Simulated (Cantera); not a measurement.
Adiabatic ignition

An adiabatic, constant-volume homogeneous reactor starts with H2 : O2 : N2 = 0.51 : 0.667 : 2.51 (molar parts), equivalence ratio 0.38, at 1373 K and 27.0 bar.

Detailed kinetics in Cantera: GRI-Mech 3.0 (53 species, 325 reactions). The hydrogen kinetics of GRI-Mech 3.0 are dated; newer H2 mechanisms differ, most at raised pressure. The pressure lies above the range GRI-Mech 3.0 was tuned for (to about 10 atm).

```
t (s)     T (K)  P (bar)      x H2   x O2   x H2O2    x HO2       x O     x N2O     x OH
--------  -----  -------  --------  -----  -------  -------  --------  --------  -------
1.00e-6    1373     27.0     0.138  0.181  2.02e-7  7.33e-6   1.83e-7  2.25e-11  1.30e-7
5.55e-6    2527     46.4  0.000637  0.117  2.50e-6  3.52e-5   0.00123   5.75e-6  0.00755
3.08e-5    2536     46.5  0.000439  0.118  2.57e-6  3.19e-5  0.000874   5.86e-6  0.00646
0.000171   2532     46.5  0.000433  0.117  2.54e-6  3.14e-5  0.000856   5.82e-6  0.00637
0.000949   2516     46.2  0.000409  0.114  2.42e-6  2.96e-5  0.000784   5.71e-6  0.00604
0.00527    2498     45.8  0.000382  0.110  2.29e-6  2.75e-5  0.000707   5.72e-6  0.00567
0.0292     2497     45.8  0.000380  0.110  2.28e-6  2.74e-5  0.000704   5.72e-6  0.00565
0.162      2497     45.8  0.000380  0.110  2.28e-6  2.74e-5  0.000704   5.72e-6  0.00565
0.901      2497     45.8  0.000380  0.110  2.28e-6  2.74e-5  0.000704   5.72e-6  0.00565
5.00       2497     45.8  0.000380  0.110  2.28e-6  2.74e-5  0.000704   5.72e-6  0.00565
```
x: mole fraction; the columns are a selection and need not sum to one.

```
Quantity                                                              Result
---------------------------------  -----------------------------------------
time of steepest temperature rise                                    5.02 µs
temperature at 5.00 s                                                 2497 K
equilibrium temperature                                               2497 K
x(H2) at 5.00 s                    0.000380 (gas-phase equilibrium 0.000380)
x(O2) at 5.00 s                          0.110 (gas-phase equilibrium 0.110)
x(H2O2) at 5.00 s                    2.28e-6 (gas-phase equilibrium 2.28e-6)
```
